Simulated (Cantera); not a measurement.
Feed: 1 mol FeS₂, 0.072 mol SO₃, 0.033 mol H₂O, equilibrated at 825 °C and 13.3 mbar.

Cantera equilibrium calculation (NASA polynomials, part measured and part estimated; ideal gas, pure solids and liquids). Candidate condensed phases: Fe, FeO, Fe(OH)₂, Fe(OH)₃, FeS, FeSO₄, FeS₂, Fe₂O₃, Fe₂(SO₄)₃, Fe₃O₄, H₂O, H₂SO₄, S; 22 gas species. FeS: taken at fixed stoichiometry. Gases not in the tables: S₃ to S₇. The numbers say what is thermodynamically allowed, not how fast it happens.

Base state: S₂ 0.764, SO₂ 0.176, H₂O 0.0424, H₂S 0.00897, S₂O 0.00651, H₂ 0.00172, SO 0.000281, SH 6.63e-5 (mole fractions); condensed: FeS(s).

Problem. What changes in the equilibrium state with this change: pressure from 13.3 mbar to 1.70 bar?

Solution. 
```tsv
species	before	after
S₂	0.764	0.749
SO₂	0.176	0.176
H₂O	0.0424	0.0312
S₂O	0.00651	0.0215
H₂S	0.00897	0.0219
S₈	<1e-9	3.58e-5
H₂	0.00172	0.000376
SO	0.000281	8.32e-5
SH	6.63e-5	3.07e-5
FeS(s), mol	1.00	1.00
```

Problem. What changes in the equilibrium state with this change: temperature from 825 °C to 1050 °C?

Solution. 
```tsv
species	before	after
S₂	0.764	0.763
SO₂	0.176	0.175
H₂O	0.0424	0.0411
H₂	0.00172	0.00595
H₂S	0.00897	0.00576
SO	0.000281	0.00269
S	5.35e-7	3.01e-5
SH	6.63e-5	0.000492
S₂O	0.00651	0.00604
FeS(s), mol	1.00	1.00
```

Problem. What changes in the equilibrium state with this change: H₂O from 0.033 to 2.5 mol?

Solution. 
```tsv
species	before	after
H₂O	0.0424	0.732
S₂	0.764	0.108
SO₂	0.176	0.0758
H₂	0.00172	0.0278
H₂S	0.00897	0.0545
S₂O	0.00651	0.000988
SO	0.000281	0.000113
FeS(s), mol	1.00	1.00
```
